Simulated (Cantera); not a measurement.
**Thermodynamics of hydrogen reduction and annealing atmospheres, feed Ta2O5 + H2**

Feed: 1 mol Ta2O5, 1.5 mol H2, at 8.70 bar.

Method: chemical equilibrium by Gibbs-energy minimisation in Cantera with the NASA 1993 tables (ideal gas, pure condensed phases). Candidate condensed phases: H2O, Ta, Ta2O5; 12 gas species. Mutual solubility and eutectic melting of coexisting phases are not modelled. Condensed phases not in the tables: N, O or C dissolved in the metal. The numbers say what is thermodynamically allowed, not how fast it happens.

| T (K) | log p H2 | log p H2O | log p H | log p TaO2 | log p OH | log p TaO | n Ta2O5(s) | n Ta(s) |
|---|---|---|---|---|---|---|---|---|
| 1148 | 0.94 | -4.72 | -6.68 | <-11 | <-11 | <-11 | 1.000 | 0 |
| 1248 | 0.94 | -4.16 | -5.86 | <-11 | <-11 | <-11 | 1.000 | 0 |
| 1348 | 0.94 | -3.68 | -5.17 | <-11 | <-11 | <-11 | 1.000 | 0 |
| 1448 | 0.94 | -3.28 | -4.57 | <-11 | -10.40 | <-11 | 1.000 | 0 |
| 1548 | 0.94 | -2.93 | -4.04 | -10.44 | -9.38 | <-11 | 1.000 | 0 |
| 1648 | 0.94 | -2.62 | -3.58 | -9.23 | -8.49 | -9.92 | 1.000 | 0 |
| 1748 | 0.94 | -2.35 | -3.17 | -8.17 | -7.69 | -8.87 | 1.000 | 0.000308 |
| 1848 | 0.94 | -2.11 | -2.81 | -7.23 | -6.99 | -7.94 | 1.000 | 0.000533 |
| 1948 | 0.94 | -1.90 | -2.48 | -6.38 | -6.36 | -7.10 | 1.000 | 0.000868 |
| 2048 | 0.94 | -1.71 | -2.18 | -5.62 | -5.79 | -6.34 | 0.999 | 0.00134 |
log p: log10 of the partial pressure in bar; n: condensed amount in mol.

From 1148 K to 1648 K the condensed part is Ta2O5(s). From 1748 K to 2048 K the condensed part is Ta(s) + Ta2O5(s).
